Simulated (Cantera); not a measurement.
Input: 1 mol Al, 1 mol H₂O, 15 mol N₂, 1.1 mol HCl, at 1.00 Torr.

Method: chemical equilibrium by Gibbs-energy minimisation in Cantera with the NASA 1993 tables (ideal gas, pure condensed phases). Candidate condensed phases: Al, AlCl₃, AlN, Al₂O₃, H₂O, NH₄Cl; 45 gas species. Equilibrium is a limit: real reactors are often held back by kinetics, nucleation or transport.

Over these rows the condensed part is Al₂O₃(s). Partial pressures as log10 of bar:

```csv
T (K),1000/T (1/K),log p Al₂O,log p N₂,log p H₂,log p HCl,log p AlCl
1598,0.6258,-10.38,-2.93,-4.02,-4.30,-4.70
1698,0.5889,-9.69,-2.94,-4.04,-4.26,-4.65
1798,0.5562,?,-2.94,-4.05,-4.26,-4.62
1898,0.5269,-8.53,-2.94,-4.05,-4.26,-4.61
1998,0.5005,-8.02,-2.94,-4.07,-4.29,-4.60
2098,0.4766,-7.54,-2.94,-4.10,-4.34,-4.60
```

Fit log p(Al₂O) = a + b·(1000/T) to the five rows, give the apparent enthalpy, and predict the row at 1798 K.

Means: 1000/T = 0.5437, log p = -8.832. Sxy = -0.292718, Sxx = 0.0154343, so b = -18.97 and a = -8.832 − (-18.97)×0.5437 = 1.48.
Apparent enthalpy: −19.145 × (-18.97) = 363 kJ/mol. With the condensed phases at unit activity, 1/3 Al₂O₃(s) + 2/3 H₂(g) + 4/3 AlCl(g) = Al₂O(g) + 4/3 HCl(g) links this pressure to the main gases: over the six rows their terms move log p by +0.13 in all, so the slope is close to that reaction's ΔH°. The five rows lie within 0.02 of the line.
Prediction at 1798 K: 1.48 + (-18.97)×0.5562 = -9.07. The computed value is -9.08, 0.01 from the line.
